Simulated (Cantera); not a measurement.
Input: 1 mol SiH4, 0.6 mol HCl, 4.2 mol N2, equilibrated at 1598.15 K and 84.0 mbar.

Cantera equilibrium calculation (NASA polynomials, part measured and part estimated; ideal gas, pure solids and liquids). Candidate condensed phases: NH4Cl, Si, Si3N4; 28 gas species. The tables' values for SiCl3 are old estimates; treat these amounts as uncertain. Rates play no part.

Question: What is the equilibrium state?

Answer: 
| Quantity | Value |
|---|---|
| x(N2) | 0.577 |
| x(H2) | 0.329 |
| x(HCl) | 0.0912 |
| x(SiCl2) | 0.00287 |
| x(SiCl3) | 0.000182 |
| x(H) | 0.000105 |
| x(SiCl4) | 2.87e-5 |
| x(Cl) | 2.31e-5 |
| x(SiHCl3) | 1.48e-5 |
| n(Si3N4(s)) | 0.327 mol |
| gas amount | 6.146 mol |
| log10 activity of Si(s) (absent) | -1.48 |
